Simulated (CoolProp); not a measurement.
R134a along the isotherm 382.2 K: fugacity coefficient from the reference equation and from simpler models built on Tc = 374.2 K, pc = 40.59 bar, ω = 0.327; each cubic takes its own stable root.

Values from CoolProp's reference Helmholtz-energy equation of state, Tillner-Roth 1994.

```tsv
p (bar)	phase	reference
0.193	gas	0.9984
0.395	gas	0.9968
0.812	gas	0.9934
1.67	gas	0.9865
3.42	gas	0.9725
7.03	gas	0.9438
14.4	gas	0.8860
29.7	gas	0.7683
60.9	supercritical	0.5183
```

Task: How far does each simpler model (Redlich-Kwong, Soave-Redlich-Kwong, Peng-Robinson) lie from the reference over these 9 states: mean and median of the absolute difference, and the worst?

Result: 
- Redlich-Kwong: mean 0.4 %, median 0.1 %, worst +2.3 % at 382.2 K and 60.9 bar
- Soave-Redlich-Kwong: mean 0.7 %, median 0.1 %, worst +4.0 % at 382.2 K and 60.9 bar
- Peng-Robinson: mean 0.4 %, median 0.2 %, worst -1.5 % at 382.2 K and 29.7 bar
